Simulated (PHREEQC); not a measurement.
Consider water at 20 °C with 1.5 mmol/kgw KOH, 0.78 mmol/kgw H3BO3 and 2.6 mmol/kgw K3PO4. Closed to the air; pH follows from the charge balance.

The numbers come from PHREEQC with the ion-association model, phreeqc.dat.

Precipitation was switched off in this run.

### Question
Order these P species by the share of P that they hold, largest first: PO4-3, KHPO4-, HPO4-2.

### Answer
HPO4-2 (78 %), PO4-3 (21 %), KHPO4- (0.90 %)

The pH is 11.56 and the ionic strength 0.0129 mol/kgw.
